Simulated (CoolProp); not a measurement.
Properties of octamethyltrisiloxane (MDM) along the isobar 0.969 MPa (Tc = 292.2 °C, pc = 1.438 MPa, ω = 0.528).

Model: reference Helmholtz-energy equation of state, Thol 2017, in CoolProp.

| T (°C) | phase | Z | cp (kJ/(kg K)) |
|---|---|---|---|
| -18.95 | liquid | 0.1261 | 1.694 |
| -1.65 | liquid | 0.1205 | 1.726 |
| 15.65 | liquid | 0.1156 | (withheld) |
| 32.95 | liquid | 0.1114 | 1.800 |
| 50.25 | liquid | 0.1077 | 1.841 |
| 67.65 | liquid | (withheld) | 1.884 |
| 84.95 | liquid | (withheld) | 1.928 |
| 102.25 | liquid | (withheld) | 1.972 |
| 119.55 | liquid | 0.09782 | 2.017 |

Problem. Complete the blanks.

Solution. 
- 15.65, cp (kJ/(kg K)): 1.761
- 67.65, Z: 0.1046
- 84.95, Z: 0.1019
- 102.25, Z: 0.09966
